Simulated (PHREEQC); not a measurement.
A column of 0.5 m (40 cells, dispersivity 0.04 m, 60 s a shift, diffusion coefficient 3e-10 m²/s) holds 0.28 eq of the database's cation exchanger X per kg of pore water, first in equilibrium with 0.51 mmol/kgw (NH4)2SO4, 4.8 mmol/kgw MnCl2 and 0.01 mmol/kgw HCl. It is flushed with 4.6 mmol/kgw NaCl, 48 mmol/kgw (NH4)2SO4, 2.7 mmol/kgw Na2SO4 and 0.01 mmol/kgw HCl, at 15 °C. Values are for the last cell. CO2 from the air is kept out. No solid was allowed to form.

The series has 33 steps of pore volumes, from 0 to 8.012.

Equilibrium calculation in PHREEQC: ion-association model, phreeqc.dat.

After how many pore volumes does Na at the outlet first reach half of its feed value?

By 1.8 pore volumes.
